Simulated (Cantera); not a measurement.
Standard-state values (1 bar) from the NASA 1993 polynomials, evaluated with Cantera. Values are per mole of reaction as written; species without (g) are pure solids or liquids, kept so even where they would boil at 1 bar.

### Question
Between 300 and 1098 K, where is each reaction favourable under standard conditions?
- NO2(g) + 2 BN = 3 N(g) + B2O2(g)
- B2O3(g) + N2O(g) = 2 BN + 2 O2(g)

### Answer
- NO2(g) + 2 BN = 3 N(g) + B2O2(g): ΔG° is 1300 kJ at 300 K and 939 kJ at 1098 K; it stays positive (K < 1). ΔH° is 1440 kJ and ΔS° 457 J/K at 1098 K.
- B2O3(g) + N2O(g) = 2 BN + 2 O2(g): ΔG° is 272 kJ at 300 K and 324 kJ at 1098 K; it stays positive (K < 1). ΔH° is 254 kJ and ΔS° -64 J/K at 1098 K.
